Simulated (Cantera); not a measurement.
An isothermal, constant-pressure homogeneous reactor starts with C₂H₆ : N₂ = 1 : 180 (molar parts), at 1425 K and 398 Torr. Integrator tolerance rtol = 1e-08.

Detailed kinetics in Cantera: GRI-Mech 3.0 (53 species, 325 reactions). GRI-Mech 3.0 stops at C3 and has no aromatics, soot or wall deposition, so with more carbon than oxygen in the feed, carbon stays in small species such as C2H2 where larger ones or solid carbon would form.

Q: What does this change do: pressure from 398 Torr to 0.143 Torr?

A: 
```csv
quantity,before,after
x(C₂H₆) at 50.0 s,4.37e-8 (gas-phase equilibrium 1.55e-10),2.17e-8 (gas-phase equilibrium <1e-12)
x(H) at 50.0 s,9.09e-7 (gas-phase equilibrium 9.84e-7),3.81e-5 (gas-phase equilibrium 5.20e-5)
x(C₂H) at 50.0 s,5.36e-10 (gas-phase equilibrium 4.96e-11),2.25e-8 (gas-phase equilibrium 2.63e-9)
x(H₂) at 50.0 s,0.0102 (gas-phase equilibrium 0.0109),0.0101 (gas-phase equilibrium 0.0109)
x(CH₃) at 50.0 s,8.87e-7 (gas-phase equilibrium 4.73e-8),3.84e-5 (gas-phase equilibrium 8.98e-10)
```
Radical loss at walls, strong at low pressure, is not modelled.
